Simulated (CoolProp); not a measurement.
Model: reference Helmholtz-energy equation of state, Lemmon 2013, in CoolProp.

### Question
For propylene, give the phase and the cv (kJ/(kg K)), speed of sound (m/s), isothermal compressibility (1/MPa) at 284.2 K and 6390 kPa.

### Answer
- 284.2 K and 6390 kPa: liquid; cv 1.50, speed of sound 880, isothermal compressibility 0.00385
